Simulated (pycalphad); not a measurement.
Effect of Al content in Si-Al

Source of the numbers: pycalphad with the COST 507 light-alloy database (1999); pressure 1 atm. The database dates from 1999; later assessments differ in places, in temperatures and in the compounds included. Phase fractions are per mole of atoms.

| alloy | liquidus (K) | first solid | solidus (K) | phases at 650 K |
|---|---|---|---|---|
| Si-0.06Al (at.%) | 1687 | diamond (Si) | 850 | diamond (Si) 1.00, fcc under 0.01 |
| Si-0.19Al (at.%) | 1686 | diamond (Si) | 850 | diamond (Si) 1.00, fcc under 0.01 |
| Si-0.26Al (at.%) | 1686 | diamond (Si) | 850 | diamond (Si) 1.00, fcc under 0.01 |
| Si-0.39Al (at.%) | 1685 | diamond (Si) | 850 | diamond (Si) 1.00, fcc under 0.01 |
| Si-0.52Al (at.%) | 1685 | diamond (Si) | 850 | diamond (Si) 0.99, fcc 0.01 |
| Si-1.04Al (at.%) | 1682 | diamond (Si) | 850 | diamond (Si) 0.99, fcc 0.01 |
